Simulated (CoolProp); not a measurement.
Vapour pressure (kPa) of R1234ze(Z): the reference equation beside estimates from Tc = 150.1 °C, pc = 3531 kPa, ω = 0.327.

Model: reference Helmholtz-energy equation of state, Akasaka 2019, in CoolProp.

```csv
T (°C),reference,van der Waals,Redlich-Kwong,Soave-Redlich-Kwong,Peng-Robinson
31.35,219.9,812.5,387.2,220.7,219.5
36.95,263.5,889.4,448.3,265.1,263.2
42.55,313.5,970.8,515.9,316.1,313.3
48.25,371.6,[?],[?],[?],371.6
53.85,436.3,1149,673.8,441.5,436.6
59.45,509.3,1245,763.3,516.2,[?]
65.15,592.8,1348,862.6,601.7,594.0
70.75,684.5,1453,968.4,695.6,686.4
76.35,786.6,1564,1083,800.1,789.3
82.05,902.0,1682,1208,918.2,905.7
```

**Question.** Complete the blanks.

**Answer.** 
- 48.25, van der Waals: 1058
- 48.25, Redlich-Kwong: 591.9
- 48.25, Soave-Redlich-Kwong: 375.4
- 59.45, Peng-Robinson: 510.0

Absolute difference from the reference over all 10 rows, mean and median: van der Waals 163.4 and 153.9 %, Redlich-Kwong 53.3 and 52.2 %, Soave-Redlich-Kwong 1.2 and 1.3 %, Peng-Robinson 0.2 and 0.2 %.
